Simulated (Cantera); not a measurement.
An isothermal, constant-pressure homogeneous reactor starts with 13.2 % C2H6, 86.8 % N2, at 1523 K and 1.10 bar.

Cantera simulation using GRI-Mech 3.0 (53 species, 325 reactions); the numbers are that mechanism's predictions, not measurements. GRI-Mech 3.0 stops at C3 and has no aromatics, soot or wall deposition, so with more carbon than oxygen in the feed, carbon stays in small species such as C2H2 where larger ones or solid carbon would form.

Problem. Predict: x(C2H6) at 20.0 s; x(H2) at 20.0 s; x(C2H4) at 20.0 s; x(CH3) at 20.0 s; x(CH4) at 20.0 s.

Solution. 
```
Item                                                Result
-----------------  ---------------------------------------
x(C2H6) at 20.0 s  6.15e-6 (gas-phase equilibrium 3.58e-6)
x(H2) at 20.0 s        0.182 (gas-phase equilibrium 0.189)
x(C2H4) at 20.0 s  0.00422 (gas-phase equilibrium 0.00237)
x(CH3) at 20.0 s   1.83e-5 (gas-phase equilibrium 1.40e-5)
x(CH4) at 20.0 s     0.0174 (gas-phase equilibrium 0.0135)
```
